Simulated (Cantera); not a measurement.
## Ignition delay

Mixture: 33.9 % H2, 12.1 % O2, 45.5 % N2, 8.48 % H2O, equivalence ratio 1.4, at 1.01 bar, adiabatic and at constant pressure. Ignition delay is the time to a rise of 400 K.

Model: the H2/O2 subset of GRI-Mech 3.0, which has no nitrogen chemistry, integrated in Cantera. Where the delays flatten at high temperature, the 400 K rule measures the pace of heat release, not the induction time.

```csv
T0 (K),delay (ms)
1150,0.0813
1200,0.0571
1250,0.0432
1300,0.0343
1350,0.0284
1400,0.0243
1450,0.0214
1500,0.0194
1550,0.0180
1600,0.0171
```
